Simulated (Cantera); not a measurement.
A Cantera script and its output.

```python
import numpy as np
import cantera as ct

gas = ct.Solution("gri30.yaml")
gas.TPX = 1623, 77000, {'CH4': 1, 'CO': 0.84, 'O2': 7.56, 'N2': 28.4, 'CO2': 4.4}
reactor = ct.IdealGasConstPressureReactor(gas, energy="on", clone=False)
net = ct.ReactorNet([reactor])
net.rtol, net.atol = 1e-08, 1e-16
show = ['CH4', 'CO', 'O2', 'H2O', 'OH']
times = np.geomspace(8e-06, 10, 15)

steps = ct.SolutionArray(gas, extra=["t"])
rows = []
print(f"{'t/s':>10s}{'T/K':>9s}{'P/Pa':>11s}" + "".join(f"{s:>11s}" for s in show))
for t in times:
    while net.time < t:
        t_next = net.step()
        steps.append(gas.state, t=t_next)
    rows.append([np.interp(t, steps.t, y) for y in (steps.T, steps.P, *steps(*show).X.T)])
    print(f"{t:10.3e}{rows[-1][0]:9.1f}{rows[-1][1]:11.4g}" + "".join(f"{x:11.3e}" for x in rows[-1][2:]))
rate = np.gradient(steps.T, steps.t)
print("integrator steps:", len(steps.t))
if steps.T.max() > steps.T[0] + 200:
    print(f"time of steepest temperature rise: {steps.t[rate.argmax()]:.4e} s")
gas.TPX = 1623, 77000, {'CH4': 1, 'CO': 0.84, 'O2': 7.56, 'N2': 28.4, 'CO2': 4.4}
gas.equilibrate("HP")
print(f"equilibrium (HP): T = {gas.T:.1f} K  " + "  ".join(f"{s} {gas[s].X[0]:.3e}" for s in show))
```

It prints:

```
       t/s      T/K       P/Pa        CH4         CO         O2        H2O         OH
 8.000e-06   1623.0    7.7e+04  2.369e-02  1.991e-02  1.791e-01  5.160e-07  1.517e-07
 2.181e-05   1623.0    7.7e+04  2.369e-02  1.990e-02  1.791e-01  2.424e-06  2.394e-07
 5.944e-05   1623.0    7.7e+04  2.367e-02  1.990e-02  1.791e-01  1.243e-05  5.322e-07
 1.620e-04   1623.1    7.7e+04  2.352e-02  1.989e-02  1.790e-01  1.060e-04  2.401e-06
 4.416e-04   1889.7    7.7e+04  1.096e-06  3.513e-02  1.331e-01  4.139e-02  5.844e-03
 1.204e-03   2110.8    7.7e+04  1.536e-20  1.042e-02  1.241e-01  4.368e-02  5.550e-03
 3.281e-03   2187.1    7.7e+04  2.612e-21  3.940e-03  1.230e-01  4.558e-02  3.618e-03
 8.944e-03   2199.1    7.7e+04  1.739e-21  2.872e-03  1.227e-01  4.594e-02  3.154e-03
 2.438e-02   2198.6    7.7e+04  1.736e-21  2.853e-03  1.226e-01  4.595e-02  3.141e-03
 6.646e-02   2197.0    7.7e+04  1.694e-21  2.827e-03  1.221e-01  4.596e-02  3.118e-03
 1.811e-01   2193.2    7.7e+04  1.599e-21  2.767e-03  1.211e-01  4.600e-02  3.065e-03
 4.938e-01   2187.4    7.7e+04  1.461e-21  2.677e-03  1.195e-01  4.605e-02  2.985e-03
 1.346e+00   2184.3    7.7e+04  1.391e-21  2.630e-03  1.187e-01  4.607e-02  2.943e-03
 3.669e+00   2184.1    7.7e+04  1.387e-21  2.627e-03  1.186e-01  4.608e-02  2.941e-03
 1.000e+01   2184.1    7.7e+04  1.387e-21  2.627e-03  1.186e-01  4.608e-02  2.941e-03
integrator steps: 1626
time of steepest temperature rise: 4.2327e-04 s
equilibrium (HP): T = 2184.1 K  CH4 2.163e-21  CO 2.627e-03  O2 1.186e-01  H2O 4.608e-02  OH 2.941e-03
```

Cantera simulation using GRI-Mech 3.0 (53 species, 325 reactions); the numbers are that mechanism's predictions, not measurements.
